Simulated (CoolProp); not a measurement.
Diethyl ether along the isotherm 499.9 K: density (kg/m³) from the reference equation and from simpler models built on Tc = 467.9 K, pc = 3717 kPa, ω = 0.282; each cubic takes its own stable root.

Values from CoolProp's reference Helmholtz-energy equation of state, Thol 2014.

| p (kPa) | phase | reference | ideal gas | van der Waals | Redlich-Kwong | Soave-Redlich-Kwong |
|---|---|---|---|---|---|---|
| 774 | gas | 14.66 | 13.80 | 14.61 | 14.69 | 14.66 |
| 1550 | gas | 31.52 | 27.64 | 31.27 | 31.63 | 31.44 |
| 2320 | gas | 51.41 | 41.37 | 50.73 | 51.58 | 50.96 |
| 3100 | gas | 76.59 | 55.28 | 75.41 | 76.77 | 75.12 |
| 3870 | supercritical | 110.0 | 69.01 | 109.9 | 110.6 | 106.1 |
| 4650 | supercritical | 160.6 | 82.92 | 178.3 | 165.0 | 150.6 |
| 5420 | supercritical | 240.1 | 96.66 | 244.1 | 241.3 | 211.5 |
| 6200 | supercritical | 317.8 | 110.6 | 271.9 | 291.1 | 265.0 |
| 6970 | supercritical | 360.3 | 124.3 | 289.1 | 321.2 | 299.8 |
| 7740 | supercritical | 386.3 | 138.0 | 301.9 | 343.0 | 324.7 |
| 8520 | supercritical | 404.9 | 151.9 | 312.2 | 360.5 | 344.2 |
| 9290 | supercritical | 419.2 | 165.7 | 320.8 | 374.7 | 360.1 |
